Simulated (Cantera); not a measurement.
Charge: 1 mol AlN, 0.045 mol N2, at 0.000330 bar.

Method: chemical equilibrium by Gibbs-energy minimisation in Cantera with the NASA 1993 tables (ideal gas, pure condensed phases). Candidate condensed phases: Al, AlN; 5 gas species. Equilibrium is a limit: real reactors are often held back by kinetics, nucleation or transport. All values below are at 2125 °C.

Base state: Al 0.647, N2 0.353 (mole fractions); condensed: gas only.

Question: What changes in the equilibrium state with this change: 0.3 mol H2O added?

Answer: 
```json
[
 {"species": "N2", "before": "0.353", "after": "0.306"},
 {"species": "Al", "before": "0.647", "after": "0.293"},
 {"species": "H", "before": "0", "after": "0.213"},
 {"species": "Al2O", "before": "0", "after": "0.114"},
 {"species": "H2", "before": "0", "after": "0.0604"},
 {"species": "AlO", "before": "0", "after": "0.00991"},
 {"species": "AlOH", "before": "0", "after": "0.00115"},
 {"species": "Al2O3(l), mol", "before": "0", "after": "0.0243"}
]
```
The tables' values for AlOH are old estimates; treat these amounts as uncertain. Further candidate phases: Al2O3, H2O.
